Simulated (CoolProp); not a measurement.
Vapour pressure (kPa) of toluene: the reference equation beside estimates from Tc = 318.6 °C, pc = 4126 kPa, ω = 0.266. Clausius-Clapeyron is anchored at 228.35 °C with a constant enthalpy of vaporisation of 24.03 kJ/mol.

The numbers come from the reference Helmholtz-energy equation of state, Lemmon 2006 in CoolProp. It is a short technical equation, of lower accuracy than the large ones.

```tsv
T (°C)	reference	Clausius-Clapeyron	Peng-Robinson
184.65	565.7	695.0	565.7
195.55	692.6	805.0	693.6
206.45	839.8	926.1	842.4
217.45	1011	1060	(withheld)
228.35	1205	1205	1212
239.25	1425	1362	1436
250.15	1675	1532	1690
261.15	1960	1716	1979
272.05	2276	(withheld)	(withheld)
282.95	2632	2122	2658
293.95	3034	2347	3060
304.85	3481	2583	(withheld)
```

Q: Some entries are withheld; supply them.

A: 
- 217.45, Peng-Robinson: 1016
- 272.05, Clausius-Clapeyron: 1912
- 272.05, Peng-Robinson: 2299
- 304.85, Peng-Robinson: 3502

Absolute difference from the reference over all 12 rows, mean and median: Clausius-Clapeyron 13.6 and 14.2 %, Peng-Robinson 0.6 and 0.7 %.
